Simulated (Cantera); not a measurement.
**Thermodynamics of boron, boron nitride and boron oxide, feed BF₃ + O₂ + N₂**

Input: 1 mol BF₃, 0.63 mol O₂, 0.11 mol N₂, at 15.0 mbar.

Cantera equilibrium calculation (NASA polynomials, part measured and part estimated; ideal gas, pure solids and liquids). Candidate condensed phases: B, BN, B₂O₃; 31 gas species. The tables' values for BF₂ are old estimates; treat these amounts as uncertain. Kinetics and transport are ignored.

| T (°C) | x BF₃ | x O₂ | x N₂ | x F | x BOF |
|---|---|---|---|---|---|
| 1050 | 0.575 | 0.362 | 0.0631 | 1.46e-5 | 6.41e-6 |
| 1150 | 0.575 | 0.362 | 0.0631 | 6.41e-5 | 2.96e-5 |
| 1250 | 0.574 | 0.362 | 0.0630 | 0.000233 | 0.000111 |
| 1350 | 0.574 | 0.361 | 0.0628 | 0.000724 | 0.000350 |
| 1450 | 0.573 | 0.360 | 0.0625 | 0.00198 | 0.000965 |
| 1550 | 0.570 | 0.358 | 0.0621 | 0.00483 | 0.00237 |
| 1650 | 0.564 | 0.354 | 0.0615 | 0.0107 | 0.00529 |
| 1750 | 0.553 | 0.347 | 0.0606 | 0.0219 | 0.0108 |
x: gas mole fraction; nothing condenses.

From 1050 °C to 1750 °C nothing is condensed. The main B-bearing gas is BF₃ throughout.
